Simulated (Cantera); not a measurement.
Charge: 1 mol Si(CH3)4, 0.036 mol HCl, 1.9 mol H2, 0.0085 mol C2H4, held at 1300 K and 133 Pa.

Method: chemical equilibrium by Gibbs-energy minimisation in Cantera with the NASA 1993 tables (ideal gas, pure condensed phases). Candidate condensed phases: C, C6H6, C7H8, C8H18, Si, SiC; 109 gas species. Rates play no part.

Base state: H2 0.995, HCl 0.00453, H 3.02e-5, CH4 1.04e-5 (mole fractions); condensed: C(graphite) + SiC(s).

Question: What changes in the equilibrium state with this change: pressure from 133 Pa to 13300 Pa?

Answer: 
```csv
species,before,after
H2,0.995,0.994
HCl,0.00453,0.00453
CH4,1.04e-5,0.00104
H,3.02e-5,3.02e-6
"C(graphite), mol",3.02,3.01
"SiC(s), mol",1.000,1.000
```

Question: What changes in the equilibrium state with this change: temperature from 1300 K to 2098 K?

Answer: 
| species | before | after |
|---|---|---|
| H2 | 0.995 | 0.906 |
| H | 3.02e-5 | 0.0802 |
| Si | <1e-9 | 0.00759 |
| SiC2 | <1e-9 | 0.000485 |
| Si2C | <1e-9 | 0.000308 |
| SiH | <1e-9 | 0.000144 |
| SiCl | <1e-9 | 2.21e-5 |
| C(graphite), mol | 3.02 | 3.06 |
| SiC(s), mol | 1.000 | 0.926 |
The tables' values for SiCl are old estimates; treat these amounts as uncertain. Gases not in the tables: Si2H6 and higher silanes.

Question: What changes in the equilibrium state with this change: Si(CH3)4 replaced by SiF4?

Answer: 
| species | before | after |
|---|---|---|
| H2 | 0.995 | 0.639 |
| SiF4 | 0 | 0.326 |
| HCl | 0.00453 | 0.0121 |
| HF | 0 | 0.0114 |
| SiF3 | 0 | 0.00924 |
| SiHF3 | 0 | 0.00170 |
| C(graphite), mol | 3.02 | 0.0170 |
| SiC(s), mol | 1.000 | 0 |
The tables' values for SiF3, SiF2 are old estimates; treat these amounts as uncertain.
